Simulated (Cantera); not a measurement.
Cantera run, input and output.

```python
import numpy as np
import cantera as ct

gas = ct.Solution("gri30.yaml")


def delay(T, t_max=10):
    gas.TPX = T, 3100000, {'CH4': 1, 'O2': 1, 'N2': 3.76}
    reactor = ct.IdealGasConstPressureReactor(gas, clone=False)
    net = ct.ReactorNet([reactor])
    net.rtol, net.atol = 1e-8, 1e-16
    while net.time < t_max:
        t_old, T_old = net.time, reactor.T
        net.step()
        if reactor.T > T + 400:  # ignition: a rise of 400 K
            return t_old + (T + 400 - T_old) / (reactor.T - T_old) * (net.time - t_old)
    return np.nan


taus = []
for T in [1050, 1125, 1200, 1275, 1350, 1425, 1500, 1575]:
    taus.append(delay(T))
    print(f"T0 = {T:6g} K   tau = {taus[-1]:.4e} s")
```

Output:

```
T0 =   1050 K   tau = 1.3770e-02 s
T0 =   1125 K   tau = 4.6510e-03 s
T0 =   1200 K   tau = 1.8228e-03 s
T0 =   1275 K   tau = 7.8777e-04 s
T0 =   1350 K   tau = 3.6408e-04 s
T0 =   1425 K   tau = 1.7677e-04 s
T0 =   1500 K   tau = 8.9127e-05 s
T0 =   1575 K   tau = 4.6326e-05 s
```

Detailed kinetics in Cantera: GRI-Mech 3.0 (53 species, 325 reactions). The pressure lies above the range GRI-Mech 3.0 was tuned for (to about 10 atm).
